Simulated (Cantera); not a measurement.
Charge: 1 mol LiCl, 1.4 mol HCl, 52 mol H₂, at 1473 K and 10.0 Torr.

These are equilibrium values from Cantera (NASA tables, ideal gas, pure condensed phases), not measurements of a reactor. Candidate condensed phases: Li, LiCl, LiH; 11 gas species. Equilibrium is a limit: real reactors are often held back by kinetics, nucleation or transport.

Base state: H₂ 0.956, HCl 0.0257, LiCl 0.0184, H 0.000107, Li₂Cl₂ 1.36e-5 (mole fractions); condensed: gas only.

Problem. What changes in the equilibrium state with this change: temperature from 1473 K to 925 K?

Solution. 
| species | before | after |
|---|---|---|
| H₂ | 0.956 | 0.966 |
| HCl | 0.0257 | 0.0260 |
| Li₂Cl₂ | 1.36e-5 | 0.00493 |
| LiCl | 0.0184 | 0.00271 |
| Li₃Cl₃ | <1e-9 | 0.000339 |
| H | 0.000107 | 2.22e-9 |
| LiCl(l), mol | 0 | 0.268 |
